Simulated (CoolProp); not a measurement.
Sulfur hexafluoride at 239.36 K and 0.223 MPa flows at 0.17 m/s in a round tube of 100 mm bore and 0.25 µm roughness, fully developed (64/Re and Nu = 3.66 if laminar; Colebrook and Gnielinski if turbulent). Each further row changes one setting.

Values from CoolProp's reference Helmholtz-energy equation of state, Guder 2009.

```tsv
case	Reynolds number	Darcy friction factor	pressure drop (Pa/m)	heat-transfer coefficient (W/(m² K))	mass flow (kg/h)
as stated	23500	0.0249	0.0622	5.54	83.1
velocity 0.34 m/s	46900	0.0212	0.212	9.58	166
diameter 200 mm	46900	0.0212	0.0265	4.79	332
```

Viscosity comes from a separate model (Quiñones-Cisneros 2012). Thermal conductivity comes from a separate model (Assael 2012).
